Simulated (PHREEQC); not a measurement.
Ca(OH)2 is added in steps, without added water, to 1 kg of water holding 0.04 mol HBr and 0.0016 mol NiCl2, at 25 °C. Oxygen is held at 0.21 atm. CO2 from the air is kept out. Precipitation was switched off in this run.

Base run: PHREEQC, ion-association model, wateq4f.dat. Each further column changes one thing. The table gives Ni+2 (mol/kgw).

```csv
Ca(OH)2 added (mol),base,all activity coefficients set to 1,metal-ligand complexes left out,Davies equation for every ion,Debye-Hückel limiting law
0,0.00151,0.00141,0.00160,0.00151,(withheld)
0.002875,0.00151,0.00141,0.00160,0.00151,0.00153
0.00575,0.00151,0.00141,0.00160,0.00151,0.00153
0.008625,0.00151,0.00141,0.00160,0.00151,0.00153
0.0115,0.00151,0.00141,0.00160,0.00151,0.00153
0.01438,0.00151,0.00141,0.00160,0.00151,0.00153
0.01725,0.00151,0.00141,0.00160,0.00151,0.00153
0.02013,0.00135,(withheld),0.00143,0.00135,(withheld)
0.023,9.64e-7,3.57e-7,9.64e-7,9.27e-7,1.41e-6
```

Q: Fill in the missing entries.

A: 
- 0, Debye-Hückel limiting law: 0.00152
- 0.02013, all activity coefficients set to 1: 0.00125
- 0.02013, Debye-Hückel limiting law: 0.00138

In at least one series the solution becomes supersaturated in solids that the run did not let form, among them Ni(OH)2.
